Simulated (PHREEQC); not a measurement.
Solution (25 °C): 0.0024 mol HCl and 0.011 mol Na2SO4 per kg of water. Closed to the air; pH follows from the charge balance.

The numbers come from PHREEQC with the ion-association model, phreeqc.dat.

No solid was allowed to form.

Problem. Order these S species by the share of S that they hold, largest first: SO4-2, HSO4-, NaSO4-.

Solution. SO4-2 (88 %), HSO4- (7.3 %), NaSO4- (4.9 %)

The pH is 2.86 and the ionic strength 0.0327 mol/kgw.
